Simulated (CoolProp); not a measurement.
Computed with CoolProp (reference Helmholtz-energy equation of state, Lemmon 2006). It is a short technical equation, of lower accuracy than the large ones.

### Question
Give the vapour pressure (kPa), liquid density (kg/m³), vapour density (kg/m³), liquid cp (kJ/(kg K)) of saturated C2F6 (R116) at -36.95 °C.

### Answer
| T (°C) | p (kPa) | liquid density (kg/m³) | vapour density (kg/m³) | liquid cp (kJ/(kg K)) |
|---|---|---|---|---|
| -36.95 | 602 | 1400 | 50.3 | 1.08 |
